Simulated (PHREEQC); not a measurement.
H3PO4 is added in steps, without added water, to 1 kg of water holding 0.0011 mol/kgw HF and 0.0015 mol/kgw Na2HPO4, at 25 °C. O2 is buffered at 0.21 atm. The system is closed to CO2. Nothing may precipitate in this run.

Base run: PHREEQC, ion-association model, wateq4f.dat. Each further column changes one thing. The table gives HF (mol/kgw).

```csv
H3PO4 added (mol),base,metal-ligand complexes left out,Davies equation for every ion,all activity coefficients set to 1,database phreeqc.dat
0,3.19e-7,3.18e-7,3.20e-7,2.82e-7,3.19e-7
0.001167,0.000331,0.000331,0.000331,0.000345,0.000331
0.002333,0.000600,0.000600,0.000599,0.000621,0.000601
0.004083,0.000772,0.000772,0.000771,…,0.000774
0.00525,0.000829,0.000829,0.000829,…,0.000832
0.006417,0.000867,0.000867,0.000866,…,0.000870
0.007583,0.000894,0.000894,0.000893,0.000910,0.000897
0.00875,0.000914,0.000914,0.000914,0.000929,0.000918
0.009917,0.000930,0.000930,0.000929,0.000944,0.000934
0.01167,0.000948,0.000948,0.000947,0.000961,0.000952
0.01283,0.000957,0.000957,0.000957,0.000970,0.000961
0.014,0.000965,0.000965,0.000965,…,0.000969
```

### Question
Complete the blanks.

### Answer

- 0.004083, all activity coefficients set to 1: 0.000792
- 0.00525, all activity coefficients set to 1: 0.000848
- 0.006417, all activity coefficients set to 1: 0.000884
- 0.014, all activity coefficients set to 1: 0.000978

H3PO4, which wateq4f.dat lacks, is added to it with the constant of phreeqc.dat.  phreeqc.dat and wateq4f.dat share most of their constants, so their agreement is no independent check.
